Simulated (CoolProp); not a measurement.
Vapour-liquid equilibrium of dimethyl ether (1) + n-hexane (2) at 17.05 °C; x and y are mole fractions of (1).

The numbers come from the multi-fluid Helmholtz-energy mixture model, Wu 2011 and Thol 2019; pair parameters Bell 2016 in CoolProp.

```json
[
 {"x": "0.05", "bubble pressure (MPa)": "0.04527", "y at the bubble point": "0.698", "dew pressure at overall composition x (MPa)": "0.01485", "liquid density (mol/L)": "7.882"},
 {"x": "0.15", "bubble pressure (MPa)": "0.1054", "y at the bubble point": "0.879", "dew pressure at overall composition x (MPa)": "0.01658", "liquid density (mol/L)": "8.311"},
 {"x": "0.25", "bubble pressure (MPa)": "0.1604", "y at the bubble point": "0.927", "dew pressure at overall composition x (MPa)": "0.01875", "liquid density (mol/L)": "8.779"},
 {"x": "0.35", "bubble pressure (MPa)": "0.2090", "y at the bubble point": "0.948", "dew pressure at overall composition x (MPa)": "0.02158", "liquid density (mol/L)": "9.294"},
 {"x": "0.45", "bubble pressure (MPa)": "0.2517", "y at the bubble point": "0.961", "dew pressure at overall composition x (MPa)": "0.02541", "liquid density (mol/L)": "9.862"},
 {"x": "0.55", "bubble pressure (MPa)": "0.2900", "y at the bubble point": "0.970", "dew pressure at overall composition x (MPa)": "0.03089", "liquid density (mol/L)": "10.50"},
 {"x": "0.65", "bubble pressure (MPa)": "0.3259", "y at the bubble point": "0.977", "dew pressure at overall composition x (MPa)": "0.03936", "liquid density (mol/L)": "11.21"},
 {"x": "0.75", "bubble pressure (MPa)": "0.3619", "y at the bubble point": "0.983", "dew pressure at overall composition x (MPa)": "0.05421", "liquid density (mol/L)": "12.02"},
 {"x": "0.85", "bubble pressure (MPa)": "0.4000", "y at the bubble point": "0.990", "dew pressure at overall composition x (MPa)": "0.08692", "liquid density (mol/L)": "12.94"},
 {"x": "0.95", "bubble pressure (MPa)": "0.4425", "y at the bubble point": "0.996", "dew pressure at overall composition x (MPa)": "0.2134", "liquid density (mol/L)": "14.02"}
]
```

No azeotrope shows between x = 0.05 and 0.95.

The pair parameters rest on a limited set of measurements; away from them the model extrapolates.
